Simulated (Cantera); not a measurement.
**Abatement and gas-phase synthesis: NH3 + O2 + H2**

A closed system holds: 1 mol NH3, 0.05 mol O2, 1.3 mol H2, held at 2498 K and 190 bar.

Equilibrium computed with Cantera from the NASA thermochemical tables; the gas is ideal and each condensed phase is pure. Candidate condensed phases: H2O; 24 gas species. The ideal-gas law is rough above about 30 bar. Rates play no part.

x(H2): 0.816
x(N2): 0.151
x(H2O): 0.0303
x(H): 0.00163
x(NH3): 0.000567
x(OH): 1.25e-5
x(NH2): 4.64e-6
gas amount: 3.301 mol
